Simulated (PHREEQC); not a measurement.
PHREEQC input (ion-association model, wateq4f.dat):

```
SOLUTION_SPECIES
  2 NO3- + 12 H+ + 10 e- = N2 + 6 H2O  # shut off: nitrate stays nitrate
    -log_k -100
    -delta_h 0
    -analytic -100
SOLUTION 1
  temp 20
  units mol/kgw
  pH 7 charge
  S(6) 0.017
  Na 0.034
END
SELECTED_OUTPUT 1
  -reset false
  -pH true
  -pe true
  -ionic_strength true
  -water true
  -totals Fe N Na S Zn Fe(2) Fe(3) N(5) N(3) N(0)
    N(-3) S(-2) S(6)
  -molalities H+ Fe+2 NO3- Na+ SO4-2 Zn+2 Fe+3 FeOH+2 FeOH+ Fe(OH)3-
    FeSO4+ FeSO4 NH3 NaSO4- HSO4- H2S HS- S-2 O2 Fe(OH)2+
    Fe(OH)3 Fe(OH)4- Fe(OH)2 NH4+ NH4SO4- FeHSO4+ OH- FeHSO4+2 ZnOH+ Zn(OH)2
    Zn(OH)3- Zn(OH)4-2 Zn(HS)2 Zn(HS)3- ZnSO4 Zn(SO4)2-2 Fe(SO4)2- Fe2(OH)2+4 Fe3(OH)4+5 NO2-
    Fe(HS)2 Fe(HS)3-
  -equilibrium_phases Jarosite-Na Fe(OH)3(a) Zn(OH)2-a Zn4(OH)6SO4 Mirabilite Goslarite
PRINT
  -reset false
USE solution 1
REACTION 1
  Zn(NO3)2 1
  0 0.00208 0.00417 0.00625 0.00833 0.0104 0.0125 0.0146 0.0167 0.0187 0.0208 0.0229 0.025 moles
EQUILIBRIUM_PHASES 1
  Jarosite-Na 0 0.1
  Fe(OH)3(a) 0 0
  Zn(OH)2-a 0 0
  Zn4(OH)6SO4 0 0
  Mirabilite 0 0
  Goslarite 0 0
  O2(g) -0.68 10
END
```

Selected output (columns that matter, 13 of 13 rows; Zn(NO3)2 added (mol) added in front):

```
Zn(NO3)2 added (mol)	pH	mu	Fe	N	Na	S	Zn	m_H+	m_NO3-	m_Na+	m_SO4-2	m_Zn+2	Jarosite-Na	Fe(OH)3(a)
0	4.5584	0.048726	4.1756e-06	0	0.03402	0.017039	0	3.2301e-05	0	0.032845	0.015843	0	0.09998	5.4979e-05
0.00208	4.5358	0.051365	4.4602e-06	0.00416	0.03402	0.017041	0.00208	3.4114e-05	0.00416	0.032931	0.014878	0.001136	0.09998	5.6411e-05
0.00417	4.5136	0.054402	4.7632e-06	0.00834	0.034021	0.017042	0.00417	3.5996e-05	0.00834	0.033009	0.014022	0.0023778	0.099979	5.7961e-05
0.00625	4.4924	0.057783	5.0793e-06	0.0125	0.034022	0.017043	0.00625	3.7908e-05	0.0125	0.033079	0.013274	0.0037075	0.099978	5.9593e-05
0.00833	4.4721	0.061492	5.4077e-06	0.01666	0.034022	0.017044	0.00833	3.9843e-05	0.01666	0.033141	0.012619	0.0051229	0.099978	6.1294e-05
0.0104	4.4528	0.065476	5.7443e-06	0.0208	0.034023	0.017046	0.0104	4.1773e-05	0.0208	0.033196	0.012047	0.0066079	0.099977	6.3037e-05
0.0125	4.4344	0.069781	6.0937e-06	0.025	0.034024	0.017047	0.0125	4.3724e-05	0.025	0.033245	0.01154	0.0081835	0.099976	6.4838e-05
0.0146	4.4169	0.074318	6.4493e-06	0.0292	0.034024	0.017049	0.0146	4.5656e-05	0.0292	0.03329	0.011094	0.0098197	0.099976	6.6659e-05
0.0167	4.4005	0.079056	6.8093e-06	0.0334	0.034025	0.01705	0.0167	4.7561e-05	0.0334	0.033329	0.010702	0.011509	0.099975	6.8485e-05
0.0187	4.3857	0.08373	7.1552e-06	0.0374	0.034026	0.017052	0.0187	4.9345e-05	0.0374	0.033363	0.010372	0.013159	0.099974	7.0223e-05
0.0208	4.3711	0.088784	7.5206e-06	0.0416	0.034027	0.017053	0.0208	5.1183e-05	0.0416	0.033395	0.010063	0.014931	0.099973	7.2037e-05
0.0229	4.3573	0.093968	7.8875e-06	0.0458	0.034027	0.017055	0.0229	5.2982e-05	0.0458	0.033423	0.0097874	0.016737	0.099973	7.3836e-05
0.025	4.3443	0.099264	8.2551e-06	0.05	0.034028	0.017056	0.025	5.474e-05	0.05	0.033449	0.0095408	0.018572	0.099972	7.5616e-05
```
